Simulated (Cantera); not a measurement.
Equilibrium for roasting and sulfation: CaS + H₂S + H₂O

A closed system holds: 1 mol CaS, 0.14 mol H₂S, 0.053 mol H₂O, at 1348 K and 0.700 bar.

Equilibrium computed with Cantera from the NASA thermochemical tables; the gas is ideal and each condensed phase is pure. Candidate condensed phases: Ca, CaO, Ca(OH)₂, CaS, CaSO₄, H₂O, H₂SO₄, S; 25 gas species. Equilibrium is a limit: real reactors are often held back by kinetics, nucleation or transport.

| Quantity | Result |
|---|---|
| x(H₂S) | 0.447 |
| x(H₂O) | 0.246 |
| x(H₂) | 0.204 |
| x(S₂) | 0.101 |
| x(SH) | 0.00119 |
| x(SO₂) | 0.000337 |
| x(S₂O) | 0.000156 |
| x(SO) | 3.25e-5 |
| x(S) | 2.17e-6 |
| n(CaS(s)) | 1.00 mol |
| gas amount | 0.2150 mol |
| log10 activity of S(l) (absent) | -1.61 |
| log10 activity of Ca(l) (absent) | -15.08 |
